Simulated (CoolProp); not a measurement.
Methanol along the isotherm -12.35 °C: fugacity coefficient from the reference equation and from simpler models built on Tc = 240.2 °C, pc = 8.216 MPa, ω = 0.565; each cubic takes its own stable root.

The numbers come from the reference Helmholtz-energy equation of state, de Reuck 1993 in CoolProp.

```json
[
 {"p (MPa)": "0.26", "phase": "liquid", "reference": "0.006865"},
 {"p (MPa)": "0.534", "phase": "liquid", "reference": "0.003359"},
 {"p (MPa)": "1.1", "phase": "liquid", "reference": "0.001647"},
 {"p (MPa)": "2.25", "phase": "liquid", "reference": "0.0008222"},
 {"p (MPa)": "4.62", "phase": "liquid", "reference": "0.0004178"},
 {"p (MPa)": "9.49", "phase": "liquid", "reference": "0.0002219"},
 {"p (MPa)": "19.5", "phase": "liquid", "reference": "0.0001290"},
 {"p (MPa)": "40", "phase": "liquid", "reference": "9.009e-5"},
 {"p (MPa)": "82.2", "phase": "liquid", "reference": "9.045e-5"}
]
```

Q: How far does each simpler model (van der Waals, Redlich-Kwong, Soave-Redlich-Kwong, Peng-Robinson) lie from the reference over these 9 states: mean and median of the absolute difference, and the worst?

A: 
- van der Waals: mean 21106.1 %, median 14675.0 %, worst +57301.9 % at -12.35 °C and 82.2 MPa
- Redlich-Kwong: mean 1376.3 %, median 1230.3 %, worst +2132.2 % at -12.35 °C and 82.2 MPa
- Soave-Redlich-Kwong: mean 28.1 %, median 33.2 %, worst -34.8 % at -12.35 °C and 0.26 MPa
- Peng-Robinson: mean 19.4 %, median 23.0 %, worst -24.0 % at -12.35 °C and 0.26 MPa
